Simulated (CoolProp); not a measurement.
Vapour-liquid equilibrium of CH2F2 (R32) (1) + isobutane (2) at 285.4 K; x and y are mole fractions of (1).

Values from CoolProp's multi-fluid Helmholtz-energy mixture model, Tillner-Roth 1997 and Bücker 2006; pair parameters Bell 2016.

```json
[
 {"x": "0.05", "bubble pressure (kPa)": "451.4", "y at the bubble point": "(withheld)", "dew pressure at overall composition x (kPa)": "250.3", "liquid density (mol/L)": "(withheld)"},
 {"x": "0.2", "bubble pressure (kPa)": "883.5", "y at the bubble point": "0.731", "dew pressure at overall composition x (kPa)": "299.1", "liquid density (mol/L)": "10.63"},
 {"x": "0.35", "bubble pressure (kPa)": "(withheld)", "y at the bubble point": "0.787", "dew pressure at overall composition x (kPa)": "(withheld)", "liquid density (mol/L)": "11.43"},
 {"x": "0.5", "bubble pressure (kPa)": "1153", "y at the bubble point": "0.809", "dew pressure at overall composition x (kPa)": "483.1", "liquid density (mol/L)": "12.41"},
 {"x": "0.65", "bubble pressure (kPa)": "1189", "y at the bubble point": "0.823", "dew pressure at overall composition x (kPa)": "688.8", "liquid density (mol/L)": "13.72"},
 {"x": "0.8", "bubble pressure (kPa)": "1219", "y at the bubble point": "0.850", "dew pressure at overall composition x (kPa)": "1125", "liquid density (mol/L)": "(withheld)"},
 {"x": "0.95", "bubble pressure (kPa)": "1217", "y at the bubble point": "0.934", "dew pressure at overall composition x (kPa)": "1210", "liquid density (mol/L)": "18.28"}
]
```

Q: What belongs in the gaps?

A: 
- 0.05, y at the bubble point: 0.465
- 0.05, liquid density (mol/L): 9.952
- 0.35, bubble pressure (kPa): 1078
- 0.35, dew pressure at overall composition x (kPa): 370.2
- 0.8, liquid density (mol/L): 15.57

y crosses x between x = 0.8 and 0.95: the model has an azeotrope there.

Pair parameters are fitted to limited data, so mixtures are less certain than the pure fluids. With so large a gap from Raoult's law the liquid may split in two, which this calculation doesn't test in full.
